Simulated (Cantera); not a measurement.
A closed system holds: 1 mol Fe(CO)₅, 2 mol O₂, 13 mol H₂, held at 0.100 bar.

These are equilibrium values from Cantera (NASA tables, ideal gas, pure condensed phases), not measurements of a reactor. Candidate condensed phases: C, C₆H₆, C₇H₈, C₈H₁₈, Fe, Fe(CO)₅, FeO, Fe(OH)₂, Fe(OH)₃, Fe₂O₃, Fe₃O₄, H₂O; 114 gas species. Mutual solubility and eutectic melting of coexisting phases are not modelled. The tables' stoichiometric FeO is somewhat more stable than real wüstite, so its field is too wide. FeO: taken at fixed stoichiometry. Equilibrium is a limit: real reactors are often held back by kinetics, nucleation or transport.

Problem. Which condensed phases are stable at each of these points (T (°C)): 800, 850, 900, 950, 1000, 1050, 1100, 1150, 1200, 1250, 1300?

Solution. 
```csv
T (°C),condensed phases,Fe condensed (%)
800,Fe(α) + FeO(s),100.0
850,Fe(α) + FeO(s),100.0
900,Fe(α) + FeO(s),100.0
950,Fe(γ) + FeO(s),100.0
1000,Fe(γ) + FeO(s),100.0
1050,Fe(γ),100.0
1100,Fe(γ),100.0
1150,Fe(γ),100.0
1200,Fe(γ),100.0
1250,Fe(γ),100.0
1300,Fe(γ),100.0
```

From 800 °C to 900 °C the condensed part is Fe(α) + FeO(s). From 950 °C to 1000 °C the condensed part is Fe(γ) + FeO(s). From 1050 °C to 1300 °C the condensed part is Fe(γ).
